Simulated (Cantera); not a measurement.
A closed system holds: 1 mol SiO₂, 1.8 mol H₂, 0.76 mol H₂O, equilibrated at 1323.15 K and 750 Torr.

Cantera equilibrium calculation (NASA polynomials, part measured and part estimated; ideal gas, pure solids and liquids). Candidate condensed phases: H₂O, Si, SiO₂; 18 gas species. The tables hold silica as quartz up to 1696 K and as liquid above; real silica turns to tridymite and cristobalite and melts near 1996 K. Gases not in the tables: Si(OH)₄. Equilibrium is a limit: real reactors are often held back by kinetics, nucleation or transport.

Problem. What is the equilibrium state?

Solution. 
| Item | Value |
|---|---|
| x(H₂) | 0.703 |
| x(H₂O) | 0.297 |
| x(H) | 1.33e-6 |
| n(SiO₂(β-quartz)) | 1.00 mol |
| gas amount | 2.560 mol |
| log10 activity of Si(s) (absent) | -12.08 |
